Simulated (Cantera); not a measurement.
A perfectly stirred reactor is fed with H2 : O2 : N2 = 1 : 1.16 : 4.37 (molar parts), at 0.250 bar; it is adiabatic with a 450 K inlet, and is followed from long to short residence time, starting on the burning branch (τ in s: 0.3, 0.13, 0.059, 0.026, 0.012, 0.0052, 0.0023, 0.001, 0.00046, 0.00021, 9.1e-05).

Cantera simulation using GRI-Mech 3.0 (53 species, 325 reactions); the numbers are that mechanism's predictions, not measurements.

One state of this run: T (K) = 1606; x H2 = 0.000508; x O2 = 0.109; x NO = 5.30e-6; x H = 0.000156; x HO2 = 2.84e-6. x: mole fraction; the columns are a selection and need not sum to one.

Which value of τ (s) does it belong to?
A. 0.0023
B. 9.1e-5
C. 0.13
D. 0.059

C, 0.13
